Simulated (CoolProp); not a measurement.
R142b along the isotherm 266.9 K: Z from the reference equation and from simpler models built on Tc = 410.3 K, pc = 4.055 MPa, ω = 0.232; each cubic takes its own stable root.

The numbers come from the reference Helmholtz-energy equation of state, Lemmon 2006 in CoolProp. It is a short technical equation, of lower accuracy than the large ones.

```json
[
 {"p (MPa)": "0.135", "phase": "liquid", "reference": "0.005154"},
 {"p (MPa)": "0.27", "phase": "liquid", "reference": "0.01031"},
 {"p (MPa)": "0.405", "phase": "liquid", "reference": "0.01545"},
 {"p (MPa)": "0.541", "phase": "liquid", "reference": "0.02064"},
 {"p (MPa)": "0.676", "phase": "liquid", "reference": "0.02578"},
 {"p (MPa)": "0.811", "phase": "liquid", "reference": "0.03092"},
 {"p (MPa)": "0.946", "phase": "liquid", "reference": "0.03606"},
 {"p (MPa)": "1.08", "phase": "liquid", "reference": "0.04115"},
 {"p (MPa)": "1.22", "phase": "liquid", "reference": "0.04647"},
 {"p (MPa)": "1.35", "phase": "liquid", "reference": "0.05141"},
 {"p (MPa)": "1.49", "phase": "liquid", "reference": "0.05673"},
 {"p (MPa)": "1.62", "phase": "liquid", "reference": "0.06166"},
 {"p (MPa)": "1.76", "phase": "liquid", "reference": "0.06697"},
 {"p (MPa)": "1.89", "phase": "liquid", "reference": "0.07190"},
 {"p (MPa)": "2.03", "phase": "liquid", "reference": "0.07721"}
]
```

Task: How far does each simpler model (van der Waals, Soave-Redlich-Kwong, Peng-Robinson) lie from the reference over these 15 states: mean and median of the absolute difference, and the worst?

Result: 
- van der Waals: mean 2567.5 %, median 66.7 %, worst +18768.8 % at 266.9 K and 0.135 MPa
- Soave-Redlich-Kwong: mean 10.6 %, median 10.6 %, worst +10.7 % at 266.9 K and 0.135 MPa
- Peng-Robinson: mean 2.1 %, median 2.1 %, worst -2.2 % at 266.9 K and 2.03 MPa

At some of these states van der Waals gives the other phase, because its saturation line lies elsewhere.
